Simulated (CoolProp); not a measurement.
Properties of carbon dioxide along the isobar 6.24 MPa.

Model: reference Helmholtz-energy equation of state, Span 1996, in CoolProp.

```tsv
T (K)	phase	Joule-Thomson coefficient (K/MPa)	fugacity coefficient
250.5	liquid	___	___
274.7	liquid	0.3350	___
299	gas	10.08	___
323.2	gas	8.532	0.7724
347.5	gas	7.097	0.8230
371.7	gas	___	0.8602
396	gas	___	0.8886
420.2	gas	4.416	0.9107
444.5	gas	3.846	0.9283
468.8	gas	3.377	___
493	gas	2.986	0.9538
517.3	gas	___	0.9632
541.5	gas	2.371	0.9710
565.8	gas	2.127	0.9775
```

### Question
What belongs in the gaps?

### Answer

- 250.5, Joule-Thomson coefficient (K/MPa): 0.005376
- 250.5, fugacity coefficient: 0.2671
- 274.7, fugacity coefficient: 0.4701
- 299, fugacity coefficient: 0.6979
- 371.7, Joule-Thomson coefficient (K/MPa): 5.988
- 396, Joule-Thomson coefficient (K/MPa): 5.113
- 468.8, fugacity coefficient: 0.9424
- 517.3, Joule-Thomson coefficient (K/MPa): 2.654
